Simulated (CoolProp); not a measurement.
Saturation properties of R1234yf.

Model: reference Helmholtz-energy equation of state, Lemmon 2022, in CoolProp.

| T (K) | p (MPa) | surface tension (mN/m) | liquid viscosity (µPa s) | vapour viscosity (µPa s) | liquid conductivity (mW/(m K)) |
|---|---|---|---|---|---|
| 244.5 | 0.1050 | 13.7 | 287 | 10.1 | 81.3 |
| 253 | 0.1499 | 12.4 | 256 | 10.5 | 78.3 |
| 261.4 | 0.2078 | 11.1 | ___ | ___ | 75.4 |
| 269.8 | 0.2815 | 9.93 | 206 | 11.2 | 72.6 |
| 278.2 | 0.3736 | 8.77 | 186 | 11.6 | 69.8 |
| 286.6 | 0.4869 | 7.64 | 167 | 12.0 | 67.1 |
| 295 | 0.6243 | 6.56 | 151 | 12.4 | 64.5 |
| 303.4 | 0.7889 | 5.53 | 136 | 12.8 | 62.0 |
| 311.8 | 0.9840 | 4.56 | 122 | 13.3 | 59.5 |
| 320.2 | 1.213 | ___ | ___ | 13.8 | 57.0 |
| 328.6 | 1.480 | 2.77 | 98.4 | 14.4 | 54.6 |
| 337 | 1.789 | 1.98 | 87.6 | 15.2 | 52.2 |
| 345.4 | 2.145 | 1.27 | 77.4 | 16.2 | 49.7 |
| 353.8 | 2.553 | 0.662 | 67.3 | 17.8 | 47.4 |

Question: Complete the blanks.

Answer: 
- 261.4, liquid viscosity (µPa s): 230
- 261.4, vapour viscosity (µPa s): 10.8
- 320.2, surface tension (mN/m): 3.63
- 320.2, liquid viscosity (µPa s): 110

It boils at 243.7 K under 1 atm.

Viscosity comes from a separate model (Bell 2016), an estimate that may be off by 10 % or more. Thermal conductivity comes from a separate model (Perkins 2011). Surface tension comes from a separate correlation (Mulero 2012).
